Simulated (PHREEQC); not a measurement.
# Buffer: speciation

Make-up at 20 °C: 180 mmol/kgw NaHCO3 and 0.5 mmol/kgw K2HPO4. Closed to the air; pH follows from the charge balance.

Model: ion-association model, wateq4f.dat, run in PHREEQC.

Each row changes one thing in this solution. No solid was allowed to form.

| case | pH | ionic strength (mol/kgw) | Na+ (mol/kgw) | HPO4-2 (mol/kgw) | NaHPO4- (mol/kgw) | H2PO4- (mol/kgw) |
|---|---|---|---|---|---|---|
| as made | 8.00 | 0.173 | 0.170 | 0.000426 | 4.44e-5 | 2.92e-5 |
| NaHCO3 from 0.18 to 0.018 mol/kgw | 8.26 | 0.0195 | 0.0178 | 0.000462 | 9.42e-6 | 2.82e-5 |
| NaHCO3 from 0.18 to 0.36 mol/kgw | 7.90 | 0.332 | 0.328 | 0.000405 | 6.55e-5 | 2.96e-5 |
| NaHCO3 replaced by NaHSO4 at the same molality | 1.25 | 0.301 | 0.168 | 2.37e-10 | 2.03e-11 | 7.97e-5 |
| K2HPO4 from 0.0005 to 0.005 mol/kgw | 8.02 | 0.186 | 0.170 | 0.00426 | 0.000433 | 0.000277 |

H3PO4, which wateq4f.dat lacks, is added to it with the constant of phreeqc.dat.
